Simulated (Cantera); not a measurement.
Equilibrium for hydrogen reduction and annealing atmospheres: PbO + H2

Charge: 1 mol PbO, a varied amount of H2, held at 2273 K and 1.00 bar.

Equilibrium computed with Cantera from the NASA thermochemical tables; the gas is ideal and each condensed phase is pure. Candidate condensed phases: H2O, Pb, PbO, PbO2, Pb3O4; 12 gas species. Gases not in the tables: (PbO)n polymers. Rates play no part.

```csv
n(H2) (mol),x H2,x Pb,x H2O,x PbO,x O2,x H,x OH
0.34,0.00214,0.322,0.237,0.392,0.0388,0.000388,0.00669
0.76,0.0136,0.423,0.413,0.141,0.00292,0.000978,0.00463
1.7,0.263,0.363,0.363,0.00551,6.02e-6,0.00430,0.000924
3.7,0.570,0.211,0.211,0.000855,4.30e-7,0.00634,0.000364
8.3,0.779,0.107,0.107,0.000161,5.93e-8,0.00741,0.000158
18,0.887,0.0524,0.0523,3.39e-5,1.09e-8,0.00791,7.24e-5
41,0.944,0.0237,0.0237,6.52e-6,1.98e-9,0.00816,3.18e-5
```
x: gas mole fraction; nothing condenses.

From 0.34 mol H2 to 41 mol H2 nothing is condensed.
